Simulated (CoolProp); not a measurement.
CH2F2 (R32) at 293.15 K and 2.35 MPa flows at 1.1 m/s in a round tube of 12.7 mm bore and 0.25 µm roughness, fully developed (64/Re and Nu = 3.66 if laminar; Colebrook and Gnielinski if turbulent). Each further row changes one setting.

The numbers come from the reference Helmholtz-energy equation of state, Tillner-Roth 1997 in CoolProp.

```csv
case,Reynolds number,Darcy friction factor,pressure drop (Pa/m),heat-transfer coefficient (W/(m² K)),mass flow (kg/h)
as stated,114000,…,828,3600,…
velocity 2.2 m/s,228000,…,2900,…,…
diameter 25.4 mm,228000,…,360,…,…
```

Question: Some entries are withheld; supply them.

Answer: 
- as stated, Darcy friction factor: 0.0176
- as stated, mass flow (kg/h): 495
- velocity 2.2 m/s, Darcy friction factor: 0.0154
- velocity 2.2 m/s, heat-transfer coefficient (W/(m² K)): 6410
- velocity 2.2 m/s, mass flow (kg/h): 990
- diameter 25.4 mm, Darcy friction factor: 0.0153
- diameter 25.4 mm, heat-transfer coefficient (W/(m² K)): 3190
- diameter 25.4 mm, mass flow (kg/h): 1980

Viscosity comes from a separate model (Bell 2016), an estimate that may be off by 10 % or more. Thermal conductivity comes from a separate model (Huber 2003), an estimate that may be off by 10 % or more.
